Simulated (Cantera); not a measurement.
A closed system holds: 1 mol Ta₂O₅, 2.1 mol CO, equilibrated at 27.0 mbar.

Method: chemical equilibrium by Gibbs-energy minimisation in Cantera with the NASA 1993 tables (ideal gas, pure condensed phases). Candidate condensed phases: C, Ta, TaC, Ta₂O₅; 15 gas species. Mutual solubility and eutectic melting of coexisting phases are not modelled. TaC: taken at fixed stoichiometry. Condensed phases not in the tables: Ta₂C. The numbers say what is thermodynamically allowed, not how fast it happens.

x: gas mole fraction; n: condensed amount in mol.

```json
[
 {"T (K)": "1300", "x CO": "0.999", "x TaO₂": "<1e-12", "x CO₂": "0.000755", "x TaO": "<1e-12", "x O": "<1e-12", "x O₂": "<1e-12", "n TaC(s)": "0.000453", "n Ta₂O₅(s)": "1.000", "n Ta₂O₅(l)": "0"},
 {"T (K)": "1450", "x CO": "0.999", "x TaO₂": "1.12e-11", "x CO₂": "0.000743", "x TaO": "<1e-12", "x O": "<1e-12", "x O₂": "<1e-12", "n TaC(s)": "0.000446", "n Ta₂O₅(s)": "1.000", "n Ta₂O₅(l)": "0"},
 {"T (K)": "1600", "x CO": "0.999", "x TaO₂": "1.79e-9", "x CO₂": "0.000734", "x TaO": "(withheld)", "x O": "7.86e-12", "x O₂": "<1e-12", "n TaC(s)": "0.000440", "n Ta₂O₅(s)": "1.000", "n Ta₂O₅(l)": "0"},
 {"T (K)": "1750", "x CO": "0.999", "x TaO₂": "1.17e-7", "x CO₂": "0.000727", "x TaO": "(withheld)", "x O": "2.44e-10", "x O₂": "<1e-12", "n TaC(s)": "0.000436", "n Ta₂O₅(s)": "1.000", "n Ta₂O₅(l)": "0"},
 {"T (K)": "1900", "x CO": "0.999", "x TaO₂": "3.83e-6", "x CO₂": "0.000723", "x TaO": "(withheld)", "x O": "4.38e-9", "x O₂": "5.83e-12", "n TaC(s)": "0.000432", "n Ta₂O₅(s)": "1.000", "n Ta₂O₅(l)": "0"},
 {"T (K)": "2050", "x CO": "0.999", "x TaO₂": "7.38e-5", "x CO₂": "0.000721", "x TaO": "(withheld)", "x O": "5.17e-8", "x O₂": "7.61e-11", "n TaC(s)": "0.000402", "n Ta₂O₅(s)": "1.000", "n Ta₂O₅(l)": "0"},
 {"T (K)": "2200", "x CO": "0.998", "x TaO₂": "0.000753", "x CO₂": "0.000694", "x TaO": "(withheld)", "x O": "4.20e-7", "x O₂": "6.50e-10", "n TaC(s)": "0", "n Ta₂O₅(s)": "0", "n Ta₂O₅(l)": "0.999"},
 {"T (K)": "2350", "x CO": "0.994", "x TaO₂": "0.00314", "x CO₂": "0.00206", "x TaO": "(withheld)", "x O": "8.00e-6", "x O₂": "3.96e-8", "n TaC(s)": "0", "n Ta₂O₅(s)": "0", "n Ta₂O₅(l)": "0.996"}
]
```

Question: What belongs in the gaps?

Answer: 
- 1600, x TaO: 3.36e-11
- 1750, x TaO: 4.56e-9
- 1900, x TaO: 2.80e-7
- 2050, x TaO: 9.27e-6
- 2200, x TaO: 0.000157
- 2350, x TaO: 0.000331
